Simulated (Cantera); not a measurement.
Charge: 1 mol CH₃SiCl₃, 2.8 mol HCl, 27 mol H₂, 0.13 mol C₂H₂, held at 1625 °C and 2.33 Torr.

Equilibrium computed with Cantera from the NASA thermochemical tables; the gas is ideal and each condensed phase is pure. Candidate condensed phases: C, C₆H₆, C₇H₈, C₈H₁₈, Si, SiC; 109 gas species. The feed counts by its element totals alone. The tables' values for SiCl, SiCl₃ are old estimates; treat these amounts as uncertain. The numbers say what is thermodynamically allowed, not how fast it happens.

Base state: H₂ 0.815, HCl 0.166, H 0.0127, SiCl₂ 0.00338, Cl 0.00195, C₂H₂ (acetylene) 0.000307, Si 0.000146, SiCl 7.46e-5 (mole fractions); condensed: C(graphite) + SiC(s).

Problem. What changes in the equilibrium state with this change: temperature from 1625 °C to 1477 °C?

Solution. 
| species | before | after |
|---|---|---|
| H₂ | 0.815 | 0.823 |
| HCl | 0.166 | 0.171 |
| H | 0.0127 | 0.00379 |
| SiCl₂ | 0.00338 | 0.00224 |
| Si | 0.000146 | 9.22e-6 |
| SiCl | 7.46e-5 | 1.13e-5 |
| C₂H₂ (acetylene) | 0.000307 | 9.45e-5 |
| C(graphite), mol | 0.360 | 0.329 |
| SiC(s), mol | 0.880 | 0.925 |
The tables' values for SiCl₃, SiCl are old estimates; treat these amounts as uncertain.

Problem. What changes in the equilibrium state with this change: temperature from 1625 °C to 1727 °C?

Solution. 
```
species             before     after
----------------  --------  --------
H₂                   0.815     0.803
HCl                  0.166     0.161
H                   0.0127    0.0262
SiCl₂              0.00338   0.00422
SiC₂               3.67e-6   3.19e-5
Si₂C               2.54e-6   2.11e-5
Si                0.000146  0.000770
SiH                6.42e-6   2.61e-5
C(graphite), mol     0.360     0.394
SiC(s), mol          0.880     0.821
```
The tables' values for SiCl are old estimates; treat these amounts as uncertain.

Problem. What changes in the equilibrium state with this change: temperature from 1625 °C to 1152 °C?

Solution. 
```
species             before     after
----------------  --------  --------
H₂                   0.815     0.824
HCl                  0.166     0.175
SiCl₂              0.00338  0.000599
H                   0.0127  0.000111
Si                0.000146   2.78e-9
SiCl               7.46e-5   4.26e-8
C₂H₂ (acetylene)  0.000307   2.91e-6
Cl                 0.00195   1.93e-5
C(graphite), mol     0.360     0.280
SiC(s), mol          0.880     0.979
```
The tables' values for SiCl₃ are old estimates; treat these amounts as uncertain.
